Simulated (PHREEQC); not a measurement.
KOH is added in steps, without added water, to 1 kg of water holding 0.0076 mol MnSO4, 0.00071 mol ZnCl2, 0.00013 mol NaF and 0.2 mol NaCl, at 20 °C. The system is closed to oxygen. CO2 from the air is kept out. No solid was allowed to form.

Base run: PHREEQC, ion-association model, wateq4f.dat. Each further column changes one thing. The table gives Zn+2 (mol/kgw).

```csv
KOH added (mol),base,temperature from 20 to 75 °C,MnSO4 from 0.0076 to 0.0038 mol/kgw,NaCl from 0.2 to 1 mol/kgw,solids may form
0,0.000560,0.000312,0.000584,0.000363,0.000560
0.0032,1.10e-7,2.66e-5,3.56e-8,9.02e-8,9.97e-7
0.0064,6.23e-9,5.48e-6,1.69e-9,6.22e-9,7.58e-7
0.008,2.47e-9,2.73e-6,6.79e-10,2.76e-9,6.39e-7
0.0112,6.24e-10,8.16e-7,1.84e-10,8.48e-10,4.02e-7
0.0144,2.36e-10,3.22e-7,7.13e-11,3.63e-10,1.65e-7
0.0176,1.11e-10,1.59e-7,3.31e-11,1.87e-10,9.67e-11
0.0208,5.92e-11,9.08e-8,1.70e-11,1.07e-10,5.38e-12
0.024,3.40e-11,5.75e-8,9.35e-12,6.53e-11,1.74e-12
0.0256,2.62e-11,4.70e-8,7.08e-12,5.19e-11,1.18e-12
0.0288,1.59e-11,3.29e-8,4.19e-12,3.36e-11,6.46e-13
0.032,9.94e-12,2.40e-8,2.60e-12,2.23e-11,4.09e-13
```

In at least one series the solution becomes supersaturated in solids that the run did not let form, among them Pyrochroite, Zn(OH)2-e, Zn4(OH)6SO4, Zn5(OH)8Cl2. Constants without temperature data keep their 25 °C values here. The ionic strength passes 0.7 mol/kgw, the rough limit of the ion-association models, in part of: NaCl from 0.2 to 1 mol/kgw.  Solids allowed in the column 'solids may form': Pyrochroite, Zn(OH)2-e, Zn4(OH)6SO4, Zn5(OH)8Cl2, Halite, Mirabilite, Goslarite, ZnF2.
